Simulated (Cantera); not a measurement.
A perfectly stirred reactor is fed with 5.56 % CH4, 94.4 % N2, at 32.0 Pa; it is held at 1950 K, and followed from long to short residence time.

Cantera simulation using GRI-Mech 3.0 (53 species, 325 reactions); the numbers are that mechanism's predictions, not measurements. GRI-Mech 3.0 stops at C3 and has no aromatics, soot or wall deposition, so with more carbon than oxygen in the feed, carbon stays in small species such as C2H2 where larger ones or solid carbon would form. Radical loss at walls, strong at low pressure, is not modelled.

Predict: x(CH4) at τ = 18.0 s; x(H2) at τ = 18.0 s; x(HCN) at τ = 18.0 s; x(C2H6) at τ = 18.0 s; x(H) at τ = 18.0 s; x(CH4) at τ = 44.0 ms; x(H2) at τ = 44.0 ms; x(C2H6) at τ = 44.0 ms; x(H) at τ = 44.0 ms.


| Property | Value |
|---|---|
| x(CH4) at τ = 18.0 s | 0.00518 |
| x(H2) at τ = 18.0 s | 0.0705 |
| x(HCN) at τ = 18.0 s | 0.000123 |
| x(C2H6) at τ = 18.0 s | 7.31e-8 |
| x(H) at τ = 18.0 s | 0.000537 |
| x(CH4) at τ = 44.0 ms | 0.0550 |
| x(H2) at τ = 44.0 ms | 0.000274 |
| x(C2H6) at τ = 44.0 ms | 5.83e-9 |
| x(H) at τ = 44.0 ms | 6.66e-6 |
